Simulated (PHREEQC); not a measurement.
Model water analysis in mmol/kgw, 25 °C, pH 2.18, pe 8:

```tsv
constituent	mmol/kgw
Na	48.2
K	2.8
Ca	10.5
Mg	8.57
Cl	15.5
S(6)	43.7
Cd	2.54
Pb	0.454
Zn	0.189
```

Valence states are taken as typed.

Model: ion-association model, wateq4f.dat, run in PHREEQC.

Q: The ionic strength comes out as 0.115 mol/kgw. What activity coefficients do Zn(SO4)2-2, Cl-, K+, Pb+2, NaSO4- get?

A: Zn(SO4)2-2 0.36, Cl- 0.75, K+ 0.75, Pb+2 0.36, NaSO4- 0.78.

No solid was allowed to form. The solution is supersaturated, for example in Anglesite, so a real one may precipitate; this is no full list.
